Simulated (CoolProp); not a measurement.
Aqueous methanol as a coolant, at -16 °C, 1 atm.

Values from CoolProp's Melinder's fits for secondary coolants.

```
mass %  freezing point (°C)  cp (kJ/(kg K))  Prandtl number  density (kg/m³)  conductivity (W/(m K))
------  -------------------  --------------  --------------  ---------------  ----------------------
25.2                  -20.3           3.854            66.7            970.5                   0.424
30                    -25.7           3.728            69.7            965.9                   0.405
34.8                  -31.6           3.612            70.5            960.5                   0.387
39.7                  -38.3           3.502            69.3            954.3                   0.370
44.5                  -45.4           3.396            66.3            947.4                   0.353
49.4                  -53.4           3.284            61.9            939.6                   0.337
54.2                  -61.9           3.169            56.8            931.2                   0.322
```
